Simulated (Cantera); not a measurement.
Cantera run:

```python
import numpy as np
import cantera as ct

gas_names = """
    B BH BH2 BH3 BN BO BO2 B2 B2O B2O2 B2O3 B3O3H3 H HBO HBO2 HNO HNO2 HNO3 HO2 H2 H2O H2O2 H3B3O6 N NH
    NH2 NH3 NH2OH NO NO2 NO3 N2 N2H2 N2H4 N2O O OH O2 O3
""".split()
cond_names = """
    B(b) B(L) BN(s) B2O3(L) B3O3H3(cr) H2O(s) H2O(L)
""".split()


# ... load() reads the species with a 1 bar reference pressure and builds the phases ...
atoms = {
    'borazine': {'B': 3, 'N': 3, 'H': 6},
    'NH3': {'N': 1, 'H': 3},
    'H2': {'H': 2},
    'O2': {'O': 2},
}
top_T = {'BN(s)': 3200}  # K; cautious upper limits of use, not melting points


# ... equilibrate(T, P, feed) seeds the gas with the atoms and calls Mixture.equilibrate('TP', solver="vcs", rtol=1e-11, max_steps=5000) ...
results = []
feed = {'borazine': 1, 'NH3': 2.3, 'H2': 44, 'O2': 0.064}  # mol
T = 1973.15  # K
P = 10000  # Pa
mix = equilibrate(T, P, feed)
results.append((T, P, feed, dict(zip(mix.species_names, mix.species_moles))))
x = sorted(zip(gas.X, gas.species_names), reverse=True)
print(f"T = {T:g} K  P = {P:g} Pa  gas = {mix.phase_moles(0):.4g} mol")
print("   x: " + "  ".join(f"{s} {v:.3e}" for v, s in x if v > 1e-05))
print("   condensed (mol): " + ("  ".join(f"{mix.phase(i).name} {mix.phase_moles(i):.4g}"
      for i in range(1, mix.n_phases) if mix.phase_moles(i) > 1e-12) or "none"))
```

It prints:

```
T = 1973.15 K  P = 10000 Pa  gas = 51.84 mol
   x: H2 9.698e-01  N2 2.345e-02  H 4.206e-03  HBO 2.278e-03  BO 1.471e-04  BH2 7.099e-05  B2O2 1.518e-05
   condensed (mol): BN(s) 2.869
```

Cantera equilibrium calculation (NASA polynomials, part measured and part estimated; ideal gas, pure solids and liquids). The feed counts by its element totals alone. The tables' values for BH2 are old estimates; treat these amounts as uncertain.
